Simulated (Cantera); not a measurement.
## Adiabatic ignition

An adiabatic, constant-volume homogeneous reactor starts with CH₄ : O₂ : N₂ = 1 : 5.26 : 19.8 (molar parts), at 1273 K and 2.80 bar.

Model: GRI-Mech 3.0 (53 species, 325 reactions), integrated in Cantera.

```tsv
t (s)	T (K)	P (bar)	x CH₄	x O₂	x HO₂	x HCO	x H₂	x H₂O	x N₂O
4.00e-6	1273	2.80	0.0384	0.202	1.46e-8	<1e-12	1.28e-10	4.16e-10	<1e-12
9.03e-6	1273	2.80	0.0384	0.202	3.28e-8	<1e-12	3.41e-10	1.64e-9	<1e-12
2.04e-5	1273	2.80	0.0384	0.202	7.35e-8	<1e-12	9.85e-10	7.10e-9	<1e-12
4.59e-5	1273	2.80	0.0384	0.202	1.63e-7	<1e-12	3.35e-9	3.55e-8	<1e-12
0.000104	1273	2.80	0.0384	0.202	3.54e-7	<1e-12	1.46e-8	2.05e-7	1.54e-12
0.000234	1273	2.80	0.0384	0.202	7.24e-7	1.22e-12	8.80e-8	1.39e-6	7.39e-12
0.000528	1273	2.80	0.0384	0.202	1.24e-6	1.57e-11	8.06e-7	1.18e-5	3.46e-11
0.00119	1274	2.80	0.0382	0.202	2.29e-6	1.91e-10	7.47e-6	9.21e-5	1.57e-10
0.00269	1279	2.81	0.0376	0.201	8.17e-6	2.26e-9	7.14e-5	0.000656	9.46e-10
0.00606	2289	5.04	<1e-12	0.124	6.84e-6	2.93e-11	0.000185	0.0746	1.33e-6
0.0137	2285	5.03	<1e-12	0.123	6.72e-6	2.79e-11	0.000182	0.0747	1.32e-6
0.0309	2278	5.02	<1e-12	0.122	6.51e-6	2.57e-11	0.000175	0.0747	1.30e-6
0.0696	2268	5.00	<1e-12	0.120	6.26e-6	2.31e-11	0.000168	0.0748	1.30e-6
0.157	2263	4.98	<1e-12	0.119	6.11e-6	2.17e-11	0.000164	0.0748	1.30e-6
0.355	2262	4.98	<1e-12	0.119	6.09e-6	2.15e-11	0.000163	0.0748	1.30e-6
0.800	2262	4.98	<1e-12	0.119	6.09e-6	2.15e-11	0.000163	0.0748	1.30e-6
```
x: mole fraction; the columns are a selection and need not sum to one.

The time of steepest temperature rise comes out as 4.20 ms, the temperature at 0.800 s comes out as 2262 K and the equilibrium temperature is 2262 K. The x(CH₄) at 0.800 s is <1e-12 (gas-phase equilibrium <1e-12). The x(O₂) at 0.800 s is 0.119 (gas-phase equilibrium 0.119) and the x(HO₂) at 0.800 s is 6.09e-6 (gas-phase equilibrium 6.09e-6).
